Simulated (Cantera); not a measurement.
A perfectly stirred reactor is fed with 60.6 % CH4, 39.4 % CO2, at 9000 Torr; it is held at 1825 K, and followed from long to short residence time.

Detailed kinetics in Cantera: GRI-Mech 3.0 (53 species, 325 reactions). The pressure lies above the range GRI-Mech 3.0 was tuned for (to about 10 atm).

Task: Predict: x(CH4) at τ = 4.40 s; x(CO2) at τ = 4.40 s; x(C2H2) at τ = 4.40 s; x(CH2) at τ = 4.40 s; x(H2O) at τ = 4.40 s; x(CH4) at τ = 36.0 ms; x(CO2) at τ = 36.0 ms; x(C2H2) at τ = 36.0 ms; x(CH2) at τ = 36.0 ms; x(H2O) at τ = 36.0 ms.

Result: 
```
Quantity                 Result
----------------------  -------
x(CH4) at τ = 4.40 s     0.0394
x(CO2) at τ = 4.40 s    0.00114
x(C2H2) at τ = 4.40 s    0.0349
x(CH2) at τ = 4.40 s    3.01e-8
x(H2O) at τ = 4.40 s    0.00533
x(CH4) at τ = 36.0 ms    0.0632
x(CO2) at τ = 36.0 ms    0.0298
x(C2H2) at τ = 36.0 ms   0.0937
x(CH2) at τ = 36.0 ms   1.04e-7
x(H2O) at τ = 36.0 ms     0.110
```
